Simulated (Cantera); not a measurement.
A closed system holds: 1 mol Si₃N₄, 0.44 mol Si, 1.4 mol H₂, 0.57 mol C, held at 2125 K and 10.0 mbar.

These are equilibrium values from Cantera (NASA tables, ideal gas, pure condensed phases), not measurements of a reactor. Candidate condensed phases: C, C₆H₆, C₇H₈, C₈H₁₈, Si, SiC, Si₃N₄; 105 gas species. Mutual solubility and eutectic melting of coexisting phases are not modelled. The tables' values for SiN are old estimates; treat these amounts as uncertain. Gases not in the tables: Si₂H₆ and higher silanes. Rates play no part.

Base state: N₂ 0.570, H₂ 0.387, H 0.0226, Si 0.0174, HCN 0.000931, Si₂C 0.000780, SiH 0.000556, Si₂N 0.000303 (mole fractions); condensed: Si(l) + SiC(s).

Task: What changes in the equilibrium state with this change: pressure from 10.0 mbar to 1 atm?

Result: 
| species | before | after |
|---|---|---|
| N₂ | 0.570 | 0.587 |
| H₂ | 0.387 | 0.409 |
| H | 0.0226 | 0.00231 |
| Si | 0.0174 | 0.000171 |
| Si₂C | 0.000780 | 7.70e-6 |
| Si₃ | 4.82e-5 | 4.76e-7 |
| Si₂ | 0.000239 | 2.35e-6 |
| Si₂N | 0.000303 | 3.05e-5 |
| Si(l), mol | 2.80 | 2.87 |
| SiC(s), mol | 0.564 | 0.566 |
